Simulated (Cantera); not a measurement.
A Cantera script and what it prints.

```python
import numpy as np
import cantera as ct

gas_names = """
    CL CLO CL2 N NO NO2 NO3 N2 N2O O O2 O3 Si SiCL SiCL2 SiCL3 SiCL4 SiN SiO SiO2 Si2 Si2N Si3
""".split()
cond_names = """
    Si(cr) Si(L) SiO2(Lqz) SiO2(hqz) SiO2(L) Si2N2O(s) Si3N4(a)
""".split()


# ... load() reads the species with a 1 bar reference pressure and builds the phases ...
atoms = {
    'SiCl4': {'Si': 1, 'CL': 4},
    'NO': {'N': 1, 'O': 1},
    'N2': {'N': 2},
}
top_T = {'Si2N2O(s)': 2100, 'Si3N4(a)': 2400}  # K; cautious upper limits of use, not melting points


# ... equilibrate(T, P, feed) seeds the gas with the atoms and calls Mixture.equilibrate('TP', solver="vcs", rtol=1e-11, max_steps=5000) ...
results = []
feed = {'SiCl4': 1, 'NO': 6.2, 'N2': 100}  # mol
T = 1125  # K
P = 1333.22  # Pa
mix = equilibrate(T, P, feed)
results.append((T, P, feed, dict(zip(mix.species_names, mix.species_moles))))
x = sorted(zip(gas.X, gas.species_names), reverse=True)
print(f"T = {T:g} K  P = {P:g} Pa  gas = {mix.phase_moles(0):.4g} mol")
print("   x: " + "  ".join(f"{s} {v:.3e}" for v, s in x if v > 0.001))
print("   condensed (mol): " + ("  ".join(f"{mix.phase(i).name} {mix.phase_moles(i):.4g}"
      for i in range(1, mix.n_phases) if mix.phase_moles(i) > 1e-12) or "none"))
```

Result:

```
T = 1125 K  P = 1333.22 Pa  gas = 107.3 mol
   x: N2 9.606e-01  O2 1.955e-02  CL2 1.746e-02  CL 2.348e-03
   condensed (mol): SiO2(hqz) 1
```

Equilibrium computed with Cantera from the NASA thermochemical tables; the gas is ideal and each condensed phase is pure.
